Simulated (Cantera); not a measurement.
A closed system holds: 1 mol toluene, 0.79 mol H2O, 13 mol H2, held at 1 atm.

Cantera equilibrium calculation (NASA polynomials, part measured and part estimated; ideal gas, pure solids and liquids). Candidate condensed phases: C, C6H6, C7H8, C8H18, H2O; 110 gas species. Kinetics and transport are ignored.

x: gas mole fraction; n: condensed amount in mol.

| T (K) | x H2 | x CH4 | x H2O | x CO | n C(graphite) |
|---|---|---|---|---|---|
| 500 | 0.278 | 0.649 | 0.0732 | 1.94e-10 | 0 |
| 600 | 0.278 | 0.649 | 0.0732 | ___ | 0 |
| 700 | 0.284 | 0.645 | 0.0700 | 0.000529 | 0 |
| 800 | 0.541 | 0.399 | 0.0541 | 0.00422 | 1.83 |
| 900 | 0.765 | 0.185 | 0.0317 | 0.0169 | 3.90 |
| 1000 | 0.880 | 0.0748 | 0.0117 | 0.0332 | 5.14 |
| 1100 | 0.925 | 0.0311 | 0.00338 | 0.0403 | 5.71 |
| 1200 | 0.943 | 0.0142 | 0.00104 | 0.0421 | 5.97 |
| 1300 | 0.950 | 0.00719 | 0.000373 | 0.0424 | 6.08 |
| 1400 | 0.953 | 0.00398 | 0.000153 | 0.0425 | 6.14 |
| 1500 | 0.955 | 0.00237 | 7.07e-5 | 0.0425 | 6.17 |
| 1600 | 0.956 | ___ | ___ | 0.0425 | 6.18 |
| 1700 | 0.956 | 0.00101 | 1.99e-5 | 0.0425 | 6.19 |
| 1800 | 0.956 | 0.000713 | 1.17e-5 | 0.0425 | 6.19 |

Task: Fill in the missing entries.

Result: 
- 1600, x CH4: 0.00151
- 1600, x H2O: 3.60e-5
- 600, x CO: 1.12e-6
